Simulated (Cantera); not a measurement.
Cantera run:

```python
import numpy as np
import cantera as ct

gas_names = [...]  # 114 gases of nasa_gas.yaml made of C, Fe, H, O
cond_names = """
    C(gr) C6H6(L) C7H8(L) C8H18(L),n-octa Fe(a) Fe(c) Fe(d) Fe(L) FeC5O5(L) FeO(s) FeO(L) Fe(OH)2(s)
    Fe(OH)3(s) Fe2O3(s) Fe3O4(s) H2O(s) H2O(L)
""".split()


# ... load() reads the species with a 1 bar reference pressure and builds the phases ...
atoms = {
    'Fe': {'Fe': 1},
    'CO': {'C': 1, 'O': 1},
    'H2': {'H': 2},
    'O2': {'O': 2},
}
top_T = {'C(gr)': 4500, 'Fe2O3(s)': 1830, 'Fe3O4(s)': 1870}  # K; cautious upper limits of use, not melting points


# ... equilibrate(T, P, feed) seeds the gas with the atoms and calls Mixture.equilibrate('TP', solver="vcs", rtol=1e-11, max_steps=5000) ...
results = []
feed = {'Fe': 1, 'CO': 16, 'H2': 1.1, 'O2': 0.035}  # mol
P = 860  # Pa
for T in [1373, 1473, 1573, 1673, 1773, 1873, 1973, 2073]:
    mix = equilibrate(T, P, feed)
    results.append((T, P, feed, dict(zip(mix.species_names, mix.species_moles))))

top = {s: max(r[3][s] / sum(r[3][g] for g in gas_names) for r in results) for s in gas_names}
cols = sorted((s for s in top if top[s] > 0.0001), key=lambda s: -top[s])[:8]
seen = [c for c in cond_names if any(r[3].get(c, 0) > 1e-12 for r in results)]
print("log10 of partial pressures in bar; condensed amounts in mol")
print(f"{'T/K':>10s}" + "".join(f"{s[:9]:>10s}" for s in cols + seen))
for T, P, feed, n in results:
    ng = sum(n[g] for g in gas_names)
    print(f"{T:10.4g}" + "".join(f"{np.log10(max(n[s] / ng * P / 1e5, 1e-99)):10.3f}" for s in cols)
          + "".join(f"{n.get(c, 0):10.4g}" for c in seen))
```

Result:

```
log10 of partial pressures in bar; condensed amounts in mol
       T/K        CO        H2        Fe         H       CO2       H2O     Fe(c)     Fe(d)     Fe(L)
      1373    -2.096    -3.261    -8.108    -7.108    -4.511    -5.361         1         0         0
      1473    -2.096    -3.261    -7.078    -6.528    -4.521    -5.293    0.9998         0         0
      1573    -2.096    -3.262    -6.182    -6.022    -4.532    -5.236    0.9987         0         0
      1673    -2.096    -3.264    -5.397    -5.575    -4.542    -5.190         0     0.992         0
      1773    -2.097    -3.267    -4.704    -5.179    -4.552    -5.152         0    0.9606         0
      1873    -2.100    -3.274    -4.102    -4.827    -4.564    -5.124         0         0    0.8412
      1973    -2.110    -3.291    -3.572    -4.515    -4.582    -5.111         0         0    0.4486
      2073    -2.122    -3.315    -3.325    -4.238    -4.601    -5.109         0         0         0
```

Equilibrium computed with Cantera from the NASA thermochemical tables; the gas is ideal and each condensed phase is pure.
